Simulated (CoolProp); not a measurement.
n-undecane along the isotherm 346.85 °C: Z from the reference equation and from simpler models built on Tc = 365.7 °C, pc = 19.90 bar, ω = 0.539; each cubic takes its own stable root.

Computed with CoolProp (reference Helmholtz-energy equation of state, Aleksandrov 2011). It is a short technical equation, of lower accuracy than the large ones.

```
p (bar)   phase  reference
-------  ------  ---------
0.157       gas     0.9966
0.254       gas     0.9944
0.411       gas     0.9910
0.664       gas     0.9854
1.07        gas     0.9763
1.73        gas     0.9614
2.8         gas     0.9366
4.52        gas     0.8948
7.3         gas     0.8214
11.8        gas     0.6757
19.1     liquid     0.1428
30.8     liquid     0.2154
49.8     liquid     0.3293
```

Question: How far does each simpler model (Redlich-Kwong, Soave-Redlich-Kwong) lie from the reference over these 13 states: mean and median of the absolute difference, and the worst?

Answer: 
- Redlich-Kwong: mean 8.2 %, median 1.0 %, worst +40.7 % at 346.85 °C and 19.1 bar
- Soave-Redlich-Kwong: mean 6.7 %, median 0.8 %, worst +31.0 % at 346.85 °C and 19.1 bar
